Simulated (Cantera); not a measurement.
# SiO₂ + CO + H₂ (carbothermic reduction)

A closed system holds: 1 mol SiO₂, 2.5 mol CO, a varied amount of H₂, held at 1075 K and 1.00 bar.

Equilibrium computed with Cantera from the NASA thermochemical tables; the gas is ideal and each condensed phase is pure. Candidate condensed phases: C, C₆H₆, C₇H₈, C₈H₁₈, H₂O, Si, SiC, SiO₂; 123 gas species. The numbers say what is thermodynamically allowed, not how fast it happens.

```tsv
n(H₂) (mol)	x H₂	x CO	x CO₂	x H₂O	x CH₄	x C₂H₄	x C₂H₆	n C(graphite)	n SiO₂(β-quartz)
1	0.279	0.639	0.0555	0.0226	0.00352	6.34e-8	1.45e-8	0.241	1.00
2.1	0.443	0.489	0.0324	0.0273	0.00884	1.59e-7	5.76e-8	0.219	1.00
3.3	0.550	0.389	0.0206	0.0270	0.0136	2.45e-7	1.10e-7	0.186	1.00
4.4	0.615	0.328	0.0146	0.0255	0.0170	3.07e-7	1.54e-7	0.151	1.00
5.5	0.662	0.284	0.0110	0.0237	0.0197	3.56e-7	1.92e-7	0.113	1.00
6.6	0.697	0.250	0.00850	0.0220	0.0219	3.95e-7	2.25e-7	0.0744	1.00
7.8	0.728	0.221	0.00666	0.0204	0.0239	4.30e-7	2.56e-7	0.0308	1.00
8.9	0.750	0.200	0.00554	0.0193	0.0249	4.39e-7	2.69e-7	0	1.00
10	0.771	0.181	0.00489	0.0194	0.0243	3.97e-7	2.50e-7	0	1.00
11	0.787	0.166	0.00439	0.0194	0.0238	3.64e-7	2.34e-7	0	1.00
12	0.800	0.153	0.00397	0.0193	0.0232	3.37e-7	2.20e-7	0	1.00
13	0.812	0.142	0.00360	0.0191	0.0227	3.13e-7	2.08e-7	0	1.00
14	0.823	0.133	0.00329	0.0189	0.0222	2.92e-7	1.96e-7	0	1.00
```
x: gas mole fraction; n: condensed amount in mol.

From 1 mol H₂ to 7.8 mol H₂ the condensed part is C(graphite) + SiO₂(β-quartz). From 8.9 mol H₂ to 14 mol H₂ the condensed part is SiO₂(β-quartz).
